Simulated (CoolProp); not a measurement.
Properties of R141b along the isobar 5080 kPa.

Values from CoolProp's reference Helmholtz-energy equation of state, Lemmon 2006. It is a short technical equation, of lower accuracy than the large ones.

```tsv
T (°C)	phase	Z	cv (kJ/(kg K))	Joule-Thomson coefficient (K/MPa)	expansivity (1/kK)	conductivity (mW/(m K))	fugacity coefficient
-25.55	liquid	0.2162	0.7753	-0.4585	1.317	107	0.001843
-14.85	liquid	0.2102	0.7803	-0.4480	1.344	104	0.003279
-4.15	liquid	0.2048	0.7865	-0.4355	1.376	101	0.005519
6.55	liquid	0.1999	0.7936	-0.4209	1.413	98.0	0.008850
17.25	liquid	0.1956	0.8014	-0.4040	1.455	95.0	0.01360
27.95	liquid	0.1916	0.8099	-0.3848	1.503	92.1	0.02012
38.65	liquid	0.1881	0.8188	-0.3631	1.558	89.2	0.02879
49.35	liquid	0.1850	0.8281	-0.3384	1.621	86.4	0.03997
60.05	liquid	0.1822	0.8377	-0.3103	1.693	83.7	0.05402
70.75	liquid	0.1799	0.8475	-0.2782	1.776	81.0	0.07127
81.45	liquid	0.1779	0.8575	-0.2414	1.871	78.4	0.09199
92.15	liquid	0.1763	0.8676	-0.1986	1.983	75.9	0.1164
102.85	liquid	0.1750	0.8778	-0.1484	2.114	73.5	0.1446
113.55	liquid	0.1742	0.8881	-0.08858	2.271	71.2	0.1768
```

Thermal conductivity comes from a separate model (Huber 2003), an estimate that may be off by 10 % or more.
